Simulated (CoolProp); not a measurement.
Vapour-liquid equilibrium of carbon dioxide (1) + R152A (2) at 265.9 K; x and y are mole fractions of (1).

The numbers come from the multi-fluid Helmholtz-energy mixture model, Span 1996 and Outcalt 1996; pair parameters Bell 2016 in CoolProp.

Question: Give the bubble pressure and the first vapour's composition at x = 0.425, 0.575, 0.95. Is there an azeotrope?

Answer: x = 0.425: 1241 kPa, y = 0.877; x = 0.575: 1621 kPa, y = 0.922; x = 0.95: 2691 kPa, y = 0.992. No azeotrope shows between x = 0.05 and 0.95.

The pair parameters rest on a limited set of measurements; away from them the model extrapolates.
